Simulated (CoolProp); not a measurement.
R143a along the isotherm 249.4 K: density (kg/m³) from the reference equation and from simpler models built on Tc = 345.9 K, pc = 3.762 MPa, ω = 0.261; each cubic takes its own stable root.

Computed with CoolProp (reference Helmholtz-energy equation of state, Lemmon and Jacobsen 2000).

| p (MPa) | phase | reference |
|---|---|---|
| 1.71 | liquid | 1105 |
| 3.42 | liquid | 1111 |
| 5.13 | liquid | 1117 |
| 6.84 | liquid | 1122 |
| 8.55 | liquid | 1127 |
| 10.3 | liquid | 1133 |
| 12 | liquid | 1137 |
| 13.7 | liquid | 1142 |
| 15.4 | liquid | 1147 |
| 17.1 | liquid | 1151 |
| 18.8 | liquid | 1155 |

### Question
How far does each simpler model (Redlich-Kwong, Soave-Redlich-Kwong, Peng-Robinson) lie from the reference over these 11 states: mean and median of the absolute difference, and the worst?

### Answer
- Redlich-Kwong: mean 17.0 %, median 16.9 %, worst -18.8 % at 249.4 K and 1.71 MPa
- Soave-Redlich-Kwong: mean 14.5 %, median 14.5 %, worst -15.4 % at 249.4 K and 1.71 MPa
- Peng-Robinson: mean 3.7 %, median 3.6 %, worst -4.3 % at 249.4 K and 1.71 MPa
